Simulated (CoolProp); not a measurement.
A single-stage vapour-compression cycle with R1224YDZ: evaporating at 266.15 K (dew point), condensing at 308.15 K (bubble point), superheat 5 K, subcooling 0 K, compressor efficiency 0.85, no pressure losses. Each further row changes one setting.

The numbers come from the reference Helmholtz-energy equation of state, Akasaka 2023 in CoolProp.

| case | cooling COP | pressure ratio | discharge temperature (K) | refrigerating effect (kJ/kg) | volumetric capacity (kJ/m³) |
|---|---|---|---|---|---|
| as stated | 4.53 | 5.17 | 315.7 | 136 | 368 |
| evaporating temperature 271.15 K | 5.35 | ? | 314.8 | 139 | ? |
| condensing temperature 303.15 K | 5.28 | 4.38 | ? | 142 | 384 |
| subcooling 5 K | 4.72 | 5.17 | 315.7 | 142 | 384 |
| superheat 15 K | ? | 5.17 | 325.8 | 143 | 373 |
| compressor efficiency 0.75 | ? | 5.17 | ? | 136 | 368 |

Task: Some entries are withheld; supply them.

Result: 
- evaporating temperature 271.15 K, pressure ratio: 4.12
- evaporating temperature 271.15 K, volumetric capacity (kJ/m³): 467
- condensing temperature 303.15 K, discharge temperature (K): 310.9
- superheat 15 K, cooling COP: 4.59
- compressor efficiency 0.75, cooling COP: 3.99
- compressor efficiency 0.75, discharge temperature (K): 320.4
